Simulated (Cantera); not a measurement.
**Ignition delay**

Mixture: CH4 : O2 : N2 = 1.8 : 4.26 : 16 (molar parts), at 29.6 atm, adiabatic and at constant volume. Ignition delay is the time to a rise of 400 K.

Detailed kinetics in Cantera: GRI-Mech 3.0 (53 species, 325 reactions). The pressure lies above the range GRI-Mech 3.0 was tuned for (to about 10 atm).

| T0 (K) | delay (ms) |
|---|---|
| 1100 | 4.82 |
| 1200 | 1.26 |
| 1300 | 0.403 |
| 1400 | 0.148 |
| 1500 | 0.0596 |
| 1600 | 0.0259 |

| Item | Result |
|---|---|
| apparent activation energy between 1400 and 1600 K | 160 kJ/mol |
